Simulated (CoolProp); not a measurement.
Vapour-liquid equilibrium of sulfur dioxide (1) + toluene (2) at 345.1 K; x and y are mole fractions of (1).

The numbers come from the multi-fluid Helmholtz-energy mixture model, Gao 2016 and Lemmon 2006; pair parameters Bell 2016 in CoolProp.

Question: Give the bubble pressure and the first vapour's composition at x = 0.15, 0.65, 0.75. Is there an azeotrope?

Answer: x = 0.15: 0.1980 MPa, y = 0.868; x = 0.65: 0.9388 MPa, y = 0.985; x = 0.75: 1.087 MPa, y = 0.990. No azeotrope shows between x = 0.05 and 0.95.

Pair parameters are fitted to limited data, so mixtures are less certain than the pure fluids.
